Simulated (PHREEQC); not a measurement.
0.089 g of hydrous ferric oxide (600 m²/g; 0.2 weak and 0.005 strong sites per Fe, Dzombak-Morel constants, diffuse double layer) in 1 kg of water with 0.05 mol/kgw of an inert sodium salt and 0.0001 mol ZnSO4, at 25 °C; the pH is set by adding NaOH or the inert anion's acid. O2 is buffered at 0.21 atm. CO2 from the air is kept out. Nothing may precipitate in this run.

Base run: PHREEQC, ion-association model, wateq4f.dat. Each further column changes one thing. The table gives Zn sorbed (%).

```csv
pH,base,no electrostatic term (-no_edl),background salt from 0.05 to 0.005 mol/kgw,oxide from 0.089 to 0.44 g/kgw,0.00025 mol/kgw BaCl2 added
4,0.0,0.0,0.0,0.1,0.0
5.33,2.2,2.8,2.7,9.0,2.2
6,6.2,9.0,7.0,27.2,6.2
6.67,20.1,___,23.5,62.4,___
8,78.7,97.4,78.4,99.5,78.7
9.33,89.2,92.3,88.9,100.0,89.0
10,86.0,51.2,87.8,99.9,83.0
10.67,80.1,___,85.4,99.8,58.9
12,37.6,0.1,___,___,0.5
```

### Question
Some entries are withheld; supply them.

### Answer

- 6.67, no electrostatic term (-no_edl): 44.4
- 6.67, 0.00025 mol/kgw BaCl2 added: 20.0
- 10.67, no electrostatic term (-no_edl): 9.5
- 12, background salt from 0.05 to 0.005 mol/kgw: 54.5
- 12, oxide from 0.089 to 0.44 g/kgw: 89.6

In at least one series the solution becomes supersaturated in solids that the run did not let form, among them Zincite(c).
